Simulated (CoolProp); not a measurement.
The fluid at 293.15 K and 0.861 MPa flows at 2.4 m/s in a round tube of 50 mm bore and 1.5 µm roughness, fully developed (64/Re and Nu = 3.66 if laminar; Colebrook and Gnielinski if turbulent). The same conditions are run with several fluids, on thermodynamics alone (safety and materials aside).

Computed with CoolProp (reference Helmholtz-energy equation of state of each fluid (carbon dioxide: Span 1996; nitrogen: Span 2000; CH2F2 (R32): Tillner-Roth 1997; R13: Platzer 1990; CF4 (R14): Platzer 1990)). The equations of Platzer and Polt are older, rougher fits.

Problem. Rank carbon dioxide, nitrogen, CH2F2 (R32), R13, CF4 (R14) by Reynolds number, highest first.

Solution. R13 (340000), CF4 (R14) (222000), CH2F2 (R32) (190000), carbon dioxide (133000), nitrogen (67300)

```
fluid           Darcy friction factor  pressure drop (Pa/m)  heat-transfer coefficient (W/(m² K))  mass flow (kg/h)
--------------  ---------------------  --------------------  ------------------------------------  ----------------
carbon dioxide                 0.0172                  16.1                                  82.3               277
nitrogen                       0.0197                  11.2                                  69.3               168
CH2F2 (R32)                    0.0160                  19.3                                   109               355
R13                            0.0145                  33.7                                   132               686
CF4 (R14)                      0.0156                  28.9                                   116               546
```

Transport values come from each fluid's own correlations; those of CH2F2 (R32), R13, CF4 (R14) are estimates that may be off by 10 % or more.
